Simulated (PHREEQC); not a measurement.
A solution holds 46 mmol/kgw NaH2PO4, 0.44 mmol/kgw HNO3 and 0.00023 mmol/kgw H4SiO4, at 25 °C. It is in equilibrium with CO2 at log p = -3.4 (atm). Otherwise closed; pH follows from the charge balance.

Equilibrium calculation in PHREEQC: ion-association model, phreeqc.dat.

Precipitation was switched off in this run.

Task: What pH does the model give?

Result: pH 4.12.

Species that the database lacks are ignored.
